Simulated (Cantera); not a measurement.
An isothermal, constant-pressure homogeneous reactor starts with 0.289 % H2, 33.2 % O2, 66.5 % N2, at 1325 K and 2670 Pa.

Computed with Cantera and GRI-Mech 3.0 (53 species, 325 reactions). Radical loss at walls, strong at low pressure, is not modelled.

x: mole fraction; the columns are a selection and need not sum to one.

```csv
t (s),x H2,x O2,x NO,x H,x N2O
1.00e-5,0.00289,0.332,<1e-12,1.32e-10,<1e-12
3.13e-5,0.00289,0.332,<1e-12,3.23e-10,<1e-12
9.83e-5,0.00289,0.332,<1e-12,5.79e-10,<1e-12
0.000308,0.00289,0.332,<1e-12,9.72e-10,<1e-12
0.000965,0.00289,0.332,<1e-12,?,<1e-12
0.00303,0.00289,0.332,<1e-12,?,<1e-12
0.00949,0.000461,0.330,2.62e-10,?,1.16e-9
0.0297,9.56e-6,0.330,4.81e-9,?,1.58e-8
0.0932,7.69e-6,0.330,2.07e-8,?,3.48e-8
0.292,4.35e-6,0.331,5.70e-8,?,4.44e-8
0.916,1.37e-6,0.331,1.02e-7,?,4.83e-8
2.87,2.57e-7,0.331,1.34e-7,?,4.84e-8
9.00,4.18e-8,0.331,1.49e-7,?,3.86e-8
```

Q: Fill in the missing entries.

A: 
- 0.000965, x H: 3.26e-9
- 0.00303, x H: 8.54e-8
- 0.00949, x H: 0.000137
- 0.0297, x H: 7.40e-5
- 0.0932, x H: 5.28e-5
- 0.292, x H: 2.21e-5
- 0.916, x H: 3.84e-6
- 2.87, x H: 3.10e-7
- 9.00, x H: 2.04e-8
